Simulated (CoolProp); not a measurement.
CH3F (R41) at several states: fugacity coefficient from the reference equation and from simpler models built on Tc = 317.3 K, pc = 5906 kPa, ω = 0.200; each cubic takes its own stable root.

Model: reference Helmholtz-energy equation of state, Lemmon 2006, in CoolProp. It is a short technical equation, of lower accuracy than the large ones.

```
T (K)  p (kPa)   phase  reference  van der Waals  Soave-Redlich-Kwong  Peng-Robinson
-----  -------  ------  ---------  -------------  -------------------  -------------
366.3     4090     gas     0.8405            ___               0.8615         0.8430
150.6     96.7  liquid    0.04010         0.9737                  ___        0.03761
288.3     26.5     gas     0.9976         0.9983               0.9979         0.9977
295.2     5500  liquid     0.4811            ___                  ___            ___
349.9     1090     gas        ___         0.9571                  ___            ___
315.5      128     gas     0.9913         0.9935               0.9925         0.9917
```

Complete the blanks.


- 366.3, van der Waals: 0.8581
- 150.6, Soave-Redlich-Kwong: 0.03433
- 295.2, van der Waals: 0.6136
- 295.2, Soave-Redlich-Kwong: 0.5198
- 295.2, Peng-Robinson: 0.5019
- 349.9, reference: 0.9482
- 349.9, Soave-Redlich-Kwong: 0.9552
- 349.9, Peng-Robinson: 0.9492

At some of these states van der Waals gives the other phase, because its saturation line lies elsewhere.
